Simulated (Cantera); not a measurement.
An adiabatic, constant-volume homogeneous reactor starts with CH₄ : O₂ : N₂ = 1 : 2.86 : 11.1 (molar parts), equivalence ratio 0.70, at 1425 K and 220000 Pa. Integrator tolerance rtol = 1e-08.

Cantera simulation using GRI-Mech 3.0 (53 species, 325 reactions); the numbers are that mechanism's predictions, not measurements.

### Question
What does this change do: pressure from 220000 Pa to 500000 Pa?

### Answer
```
quantity                                                              before                                      after
---------------------------------  -----------------------------------------  -----------------------------------------
time of steepest temperature rise                                    1.18 ms                                   0.602 ms
temperature at 0.200 s                                                2769 K                                     2815 K
equilibrium temperature                                               2769 K                                     2815 K
x(CH₄) at 0.200 s                      <1e-12 (gas-phase equilibrium <1e-12)      <1e-12 (gas-phase equilibrium <1e-12)
x(O₂) at 0.200 s                       0.0516 (gas-phase equilibrium 0.0516)      0.0505 (gas-phase equilibrium 0.0505)
x(NO₂) at 0.200 s                    1.19e-5 (gas-phase equilibrium 1.19e-5)    1.82e-5 (gas-phase equilibrium 1.82e-5)
x(CH₂O) at 0.200 s                 1.22e-10 (gas-phase equilibrium 1.22e-10)  1.93e-10 (gas-phase equilibrium 1.93e-10)
x(HCN) at 0.200 s                  3.14e-10 (gas-phase equilibrium 3.14e-10)  4.40e-10 (gas-phase equilibrium 4.40e-10)
x(CO₂) at 0.200 s                      0.0512 (gas-phase equilibrium 0.0512)      0.0536 (gas-phase equilibrium 0.0536)
```

### Question
What does this change do: pressure from 220000 Pa to 2100000 Pa?

### Answer
| quantity | before | after |
|---|---|---|
| time of steepest temperature rise | 1.18 ms | 0.162 ms |
| temperature at 0.200 s | 2769 K | 2885 K |
| equilibrium temperature | 2769 K | 2885 K |
| x(CH₄) at 0.200 s | <1e-12 (gas-phase equilibrium <1e-12) | <1e-12 (gas-phase equilibrium <1e-12) |
| x(O₂) at 0.200 s | 0.0516 (gas-phase equilibrium 0.0516) | 0.0487 (gas-phase equilibrium 0.0487) |
| x(NO₂) at 0.200 s | 1.19e-5 (gas-phase equilibrium 1.19e-5) | 3.79e-5 (gas-phase equilibrium 3.79e-5) |
| x(CH₂O) at 0.200 s | 1.22e-10 (gas-phase equilibrium 1.22e-10) | 3.82e-10 (gas-phase equilibrium 3.82e-10) |
| x(HCN) at 0.200 s | 3.14e-10 (gas-phase equilibrium 3.14e-10) | 6.85e-10 (gas-phase equilibrium 6.85e-10) |
| x(CO₂) at 0.200 s | 0.0512 (gas-phase equilibrium 0.0512) | 0.0576 (gas-phase equilibrium 0.0576) |
The pressure lies above the range GRI-Mech 3.0 was tuned for (to about 10 atm).
